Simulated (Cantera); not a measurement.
Charge: 1 mol SiHCl₃, 0.2 mol NH₃, 1.6 mol H₂, held at 1925 K and 0.100 bar.

These are equilibrium values from Cantera (NASA tables, ideal gas, pure condensed phases), not measurements of a reactor. Candidate condensed phases: NH₄Cl, Si, Si₃N₄; 28 gas species. The tables' values for SiCl₃, SiCl are old estimates; treat these amounts as uncertain. Gases not in the tables: Si₂H₆ and higher silanes. Rates play no part.

Base state: H₂ 0.479, HCl 0.242, SiCl₂ 0.241, N₂ 0.0251, SiCl₃ 0.00806, H 0.00209, Cl 0.000794, SiCl 0.000627 (mole fractions); condensed: gas only.

Problem. What changes in the equilibrium state with this change: pressure from 0.100 bar to 0.00133 bar?

Solution. 
| species | before | after |
|---|---|---|
| H₂ | 0.479 | 0.449 |
| HCl | 0.242 | 0.257 |
| SiCl₂ | 0.241 | 0.231 |
| H | 0.00209 | 0.0175 |
| N₂ | 0.0251 | 0.0244 |
| SiH₂Cl₂ | 2.89e-5 | 3.45e-7 |
| SiHCl₃ | 0.000231 | 3.12e-6 |
| SiCl₄ | 0.000349 | 5.35e-6 |
| Si | 0.000131 | 0.00782 |
The tables' values for SiCl, SiCl₃, SiN are old estimates; treat these amounts as uncertain.

Problem. What changes in the equilibrium state with this change: SiHCl₃ replaced by trisilylamine?

Solution. 
```tsv
species	before	after
H₂	0.479	0.911
N₂	0.0251	0.0856
H	0.00209	0.00289
HCl	0.242	0
SiCl₂	0.241	0
Si	0.000131	0.000174
SiCl₃	0.00806	0
Cl	0.000794	0
SiCl	0.000627	0
Si(l), mol	0	3.00
```
The feed counts by its element totals alone.

Problem. What changes in the equilibrium state with this change: pressure from 0.100 bar to 0.00170 bar?

Solution. 
```tsv
species	before	after
H₂	0.479	0.453
HCl	0.242	0.255
SiCl₂	0.241	0.233
H	0.00209	0.0156
N₂	0.0251	0.0245
SiH₂Cl₂	2.89e-5	4.49e-7
SiHCl₃	0.000231	4.00e-6
SiCl₄	0.000349	6.74e-6
```
The tables' values for SiCl, SiCl₃, SiN are old estimates; treat these amounts as uncertain.
